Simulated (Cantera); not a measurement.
Silicon carbide growth: SiH4 + C2H2 + H2

Input: 1 mol SiH4, 0.08 mol C2H2, 14 mol H2, at 19.0 mbar.

Cantera equilibrium calculation (NASA polynomials, part measured and part estimated; ideal gas, pure solids and liquids). Candidate condensed phases: C, C6H6, C7H8, C8H18, Si, SiC; 87 gas species. Mutual solubility and eutectic melting of coexisting phases are not modelled. Gases not in the tables: Si2H6 and higher silanes. Kinetics and transport are ignored.

```
T (°C)  log p H2  log p H  log p Si  log p Si2C  log p SiH  log p Si2  log p SiH2  log p SiC2  n Si(s)  n SiC(s)  n Si(l)
------  --------  -------  --------  ----------  ---------  ---------  ----------  ----------  -------  --------  -------
977        -1.72    -7.18    -11.08        <-13     -10.90       <-13       -9.23        <-13    0.840     0.160        0
1127       -1.72    -6.17     -9.08      -12.27      -9.25     -12.31       -8.15        <-13    0.840     0.160        0
1277       -1.72    -5.36     -7.48      -10.13      -7.92     -10.22       -7.28        <-13    0.840     0.160        0
1427       -1.72    -4.69     -6.17       -8.39      -6.84      -8.53       -6.57      -11.93        0     0.160    0.839
1577       -1.72    -4.13     -5.19       -7.05      -6.06      -7.35       -6.10       -9.95        0     0.160    0.833
1727       -1.73    -3.65     -4.36       -5.92      -5.39      -6.35       -5.70       -8.27        0     0.159    0.796
1877       -1.74    -3.25     -3.65       -4.96      -4.83      -5.49       -5.37       -6.82        0     0.150    0.612
2027       -1.77    -2.90     -3.11       -4.20      -4.43      -4.90       -5.18       -5.50        0    0.0918        0
```
log p: log10 of the partial pressure in bar; n: condensed amount in mol.

From 977 °C to 1277 °C the condensed part is Si(s) + SiC(s). From 1427 °C to 1877 °C the condensed part is Si(l) + SiC(s). At 2027 °C the condensed part is SiC(s). The main Si-bearing gas is SiH2 at 977 °C and Si at 2027 °C.
